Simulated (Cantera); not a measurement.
Input: 1 mol HMDSO, a varied amount of N2O, 28 mol H2, held at 825 K and 49.0 Pa.

Method: chemical equilibrium by Gibbs-energy minimisation in Cantera with the NASA 1993 tables (ideal gas, pure condensed phases). Candidate condensed phases: C, C6H6, C7H8, C8H18, H2O, Si, SiC, SiO2, Si2N2O, Si3N4; 151 gas species. The feed counts by its element totals alone. Rates play no part.

**Question.** Which condensed phases are stable at each of these points (n(N2O) (mol)): 0.94, 1.1, 1.2, 1.4, 1.7, 1.9, 2.2, 2.5, 2.9, 3.4, 3.9?

**Answer.** 
```csv
n(N2O) (mol),condensed phases,Si condensed (%)
0.94,C(graphite) + SiO2(α-quartz) + Si2N2O(s),100.0
1.1,C(graphite) + SiO2(α-quartz) + Si2N2O(s),100.0
1.2,C(graphite) + SiO2(α-quartz) + Si2N2O(s),100.0
1.4,C(graphite) + SiO2(α-quartz) + Si2N2O(s),100.0
1.7,C(graphite) + SiO2(α-quartz) + Si2N2O(s),100.0
1.9,C(graphite) + SiO2(α-quartz) + Si2N2O(s),100.0
2.2,C(graphite) + SiO2(α-quartz) + Si2N2O(s),100.0
2.5,C(graphite) + SiO2(α-quartz) + Si2N2O(s),100.0
2.9,C(graphite) + SiO2(α-quartz) + Si2N2O(s),100.0
3.4,C(graphite) + SiO2(α-quartz),100.0
3.9,C(graphite) + SiO2(α-quartz),100.0
```

From 0.94 mol N2O to 2.9 mol N2O the condensed part is C(graphite) + SiO2(α-quartz) + Si2N2O(s). From 3.4 mol N2O to 3.9 mol N2O the condensed part is C(graphite) + SiO2(α-quartz).
